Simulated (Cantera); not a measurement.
Ignition delay

Mixture: CH₃OH : O₂ : N₂ : H₂O = 1 : 0.833 : 3.13 : 0.44 (molar parts), at 1.01 bar, adiabatic and at constant pressure. Ignition delay is the time to a rise of 400 K.

Model: GRI-Mech 3.0 (53 species, 325 reactions), integrated in Cantera. GRI-Mech 3.0 was tuned for natural gas; its chemistry of methanol as a main component is partial and can be far from experiment.

```
T0 (K)  delay (ms)
------  ----------
1050           121
1125          26.0
1200          6.83
1275          2.13
1350         0.772
1425         0.319
1500         0.149
```

* **apparent activation energy between 1350 and 1500 K**: 180 kJ/mol
